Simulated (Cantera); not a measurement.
**Moist CO burnout**

An isothermal, constant-pressure homogeneous reactor starts with CO : O₂ : H₂O : N₂ = 0.0018 : 0.0021 : 0.00074 : 1 (molar parts), equivalence ratio 0.43, at 1150 K and 0.132 atm.

Model: GRI-Mech 3.0 (53 species, 325 reactions), integrated in Cantera.

```json
[
 {"t (s)": "6.00e-5", "x CO": "0.00179", "x O₂": "0.00209", "x H₂O": "0.000737", "x H₂": "<1e-12", "x NO": "<1e-12"},
 {"t (s)": "0.000198", "x CO": "0.00179", "x O₂": "0.00209", "x H₂O": "0.000737", "x H₂": "<1e-12", "x NO": "<1e-12"},
 {"t (s)": "0.000653", "x CO": "0.00179", "x O₂": "0.00209", "x H₂O": "0.000737", "x H₂": "<1e-12", "x NO": "<1e-12"},
 {"t (s)": "0.00216", "x CO": "0.00179", "x O₂": "0.00209", "x H₂O": "0.000737", "x H₂": "<1e-12", "x NO": "<1e-12"},
 {"t (s)": "0.00711", "x CO": "0.00179", "x O₂": "0.00209", "x H₂O": "0.000737", "x H₂": "<1e-12", "x NO": "<1e-12"},
 {"t (s)": "0.0235", "x CO": "0.00179", "x O₂": "0.00209", "x H₂O": "0.000737", "x H₂": "3.73e-12", "x NO": "<1e-12"},
 {"t (s)": "0.0775", "x CO": "0.00179", "x O₂": "0.00209", "x H₂O": "0.000737", "x H₂": "3.68e-10", "x NO": "<1e-12"},
 {"t (s)": "0.256", "x CO": "0.00156", "x O₂": "0.00194", "x H₂O": "0.000697", "x H₂": "9.55e-6", "x NO": "1.93e-9"},
 {"t (s)": "0.843", "x CO": "8.41e-5", "x O₂": "0.00123", "x H₂O": "0.000707", "x H₂": "1.14e-5", "x NO": "1.76e-7"},
 {"t (s)": "2.78", "x CO": "6.32e-6", "x O₂": "0.00120", "x H₂O": "0.000735", "x H₂": "7.31e-7", "x NO": "1.84e-7"},
 {"t (s)": "9.18", "x CO": "5.52e-7", "x O₂": "0.00120", "x H₂O": "0.000737", "x H₂": "6.87e-8", "x NO": "1.84e-7"},
 {"t (s)": "30.3", "x CO": "5.05e-8", "x O₂": "0.00120", "x H₂O": "0.000737", "x H₂": "9.20e-9", "x NO": "1.85e-7"},
 {"t (s)": "100", "x CO": "7.63e-9", "x O₂": "0.00120", "x H₂O": "0.000737", "x H₂": "2.17e-9", "x NO": "1.85e-7"}
]
```
x: mole fraction; the columns are a selection and need not sum to one.

Equilibrium at this temperature and pressure: CO 7.32e-10, O₂ 0.00119, H₂O 0.000737, H₂ 2.53e-10, NO 1.12e-5 (gas phase only).
